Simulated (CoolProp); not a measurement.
cis-2-butene along the isotherm 251.85 °C: density (kg/m³) from the reference equation and from simpler models built on Tc = 162.6 °C, pc = 4236 kPa, ω = 0.202; each cubic takes its own stable root.

Values from CoolProp's reference Helmholtz-energy equation of state, Lemmon 2005. It is a short technical equation, of lower accuracy than the large ones.

| p (kPa) | phase | reference | van der Waals | Soave-Redlich-Kwong |
|---|---|---|---|---|
| 4710 | supercritical | 78.07 | 80.58 | 76.37 |
| 9410 | supercritical | 208.3 | 220.8 | 190.4 |
| 14100 | supercritical | 315.0 | 279.7 | 280.6 |
| 18800 | supercritical | 368.5 | 308.9 | 334.4 |
| 23500 | supercritical | 401.7 | 328.5 | 371.0 |
| 28200 | supercritical | 425.7 | 343.1 | 398.6 |
| 32900 | supercritical | 444.5 | 354.7 | 420.7 |
| 37700 | supercritical | 460.4 | 364.6 | 439.4 |
| 42400 | supercritical | 473.6 | 372.8 | 455.1 |
